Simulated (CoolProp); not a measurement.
A simple Rankine cycle with benzene: condensing at 308.15 K, boiler at 0.265 MPa, turbine inlet 393.1 K, turbine efficiency 0.85, pump efficiency 0.7, no recuperator. Each further row changes one setting.

Values from CoolProp's reference Helmholtz-energy equation of state, Thol 2012.

```tsv
case	thermal efficiency (%)	net work (kJ/kg)	heat in (kJ/kg)	turbine exit temperature (K)	volume ratio over the turbine
as stated	?	?	525	324.7	11.7
turbine inlet 413.1 K	15.3	85.0	?	345.7	?
condensing temperature 300.15 K	?	89.6	539	316.0	16.3
boiler pressure 0.185 MPa	13.4	70.7	528	335.1	8.27
turbine efficiency 0.75	13.4	?	525	332.8	12.0
```

Task: Complete the blanks.

Result: 
- as stated, thermal efficiency (%): 15.2
- as stated, net work (kJ/kg): 79.9
- turbine inlet 413.1 K, heat in (kJ/kg): 555
- turbine inlet 413.1 K, volume ratio over the turbine: 11.8
- condensing temperature 300.15 K, thermal efficiency (%): 16.6
- turbine efficiency 0.75, net work (kJ/kg): 70.4
